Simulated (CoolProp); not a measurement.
Computed with CoolProp (reference Helmholtz-energy equation of state, Schroeder 2014).

Q: For ethanol, give the phase and the density (kg/m³), conductivity (mW/(m K)) at 256.7 K and 0.382 MPa; 586.6 K and 3.02 MPa; 335.3 K and 1.74 MPa.

A: 
- 256.7 K and 0.382 MPa: liquid; density 821, conductivity 173
- 586.6 K and 3.02 MPa: gas; density 31.0, conductivity 55.0
- 335.3 K and 1.74 MPa: liquid; density 754, conductivity 158

Thermal conductivity comes from a separate model (Assael 2013).
